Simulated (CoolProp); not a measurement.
Model: reference Helmholtz-energy equation of state, Akasaka 2019, in CoolProp.

Question: For R1234ze(Z), give the phase and the cp (kJ/(kg K)), cv (kJ/(kg K)), speed of sound (m/s) at 390.3 K and 101 kPa.

Answer: 
- 390.3 K and 101 kPa: gas; cp 1.00, cv 0.922, speed of sound 173
